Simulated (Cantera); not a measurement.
## Adiabatic ignition

An adiabatic, constant-volume homogeneous reactor starts with 10.8 % CH4, 10.8 % O2, 69.0 % N2, 9.48 % CO2, equivalence ratio 2.0, at 1000 K and 2.00 bar.

Model: GRI-Mech 3.0 (53 species, 325 reactions), integrated in Cantera.

| t (s) | T (K) | P (bar) | x CH4 | x O2 | x CO2 | x C2H2 | x C2H6 |
|---|---|---|---|---|---|---|---|
| 8.00e-6 | 1000 | 2.00 | 0.108 | 0.108 | 0.0948 | <1e-12 | <1e-12 |
| 2.97e-5 | 1000 | 2.00 | 0.108 | 0.108 | 0.0948 | <1e-12 | <1e-12 |
| 0.000110 | 1000 | 2.00 | 0.108 | 0.108 | 0.0948 | <1e-12 | <1e-12 |
| 0.000410 | 1000 | 2.00 | 0.108 | 0.108 | 0.0948 | <1e-12 | <1e-12 |
| 0.00152 | 1000 | 2.00 | 0.108 | 0.108 | 0.0948 | <1e-12 | 4.54e-11 |
| 0.00566 | 1000 | 2.00 | 0.108 | 0.108 | 0.0948 | <1e-12 | 4.11e-9 |
| 0.0210 | 1000 | 2.00 | 0.108 | 0.108 | 0.0948 | <1e-12 | 2.56e-7 |
| 0.0780 | 1000 | 2.00 | 0.108 | 0.108 | 0.0948 | <1e-12 | 1.98e-6 |
| 0.290 | 1000 | 2.00 | 0.108 | 0.108 | 0.0948 | 1.34e-11 | 1.29e-5 |
| 1.08 | 1010 | 2.02 | 0.106 | 0.107 | 0.0948 | 1.20e-8 | 0.000256 |
| 4.00 | 1902 | 4.21 | 4.86e-10 | 1.47e-8 | 0.0562 | <1e-12 | <1e-12 |
x: mole fraction; the columns are a selection and need not sum to one.

```
Property                                                              Result
---------------------------------  -----------------------------------------
time of steepest temperature rise                                     1.34 s
temperature at 4.00 s                                                 1902 K
equilibrium temperature                                               1902 K
x(CH4) at 4.00 s                   4.86e-10 (gas-phase equilibrium 5.37e-10)
x(O2) at 4.00 s                      1.47e-8 (gas-phase equilibrium 1.47e-8)
x(CO2) at 4.00 s                       0.0562 (gas-phase equilibrium 0.0562)
```
